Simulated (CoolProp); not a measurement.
A single-stage vapour-compression cycle with cyclopropane: evaporating at 311.15 K (dew point), condensing at 372.15 K (bubble point), superheat 8 K, subcooling 0 K, compressor efficiency 0.65, no pressure losses. Each further row changes one setting.

Computed with CoolProp (reference Helmholtz-energy equation of state, Polt 1992). This equation is an older, rougher fit; its heat capacities, sound speeds and derivatives of the liquid may be far off and weren't checked against measurements.

| case | cooling COP | pressure ratio | discharge temperature (K) | refrigerating effect (kJ/kg) | volumetric capacity (kJ/m³) |
|---|---|---|---|---|---|
| as stated | 2.13 | 3.54 | 405.1 | 227 | 4280 |
| evaporating temperature 316.15 K | 2.41 | 3.14 | 402.5 | 232 | 4920 |
| condensing temperature 367.15 K | 2.46 | 3.24 | 399.0 | 244 | 4600 |
| subcooling 5 K | 2.29 | 3.54 | 405.1 | 245 | 4620 |
| superheat 18 K | 2.17 | 3.54 | 414.6 | 245 | 4390 |
| compressor efficiency 0.55 | 1.80 | 3.54 | 413.0 | 227 | 4280 |
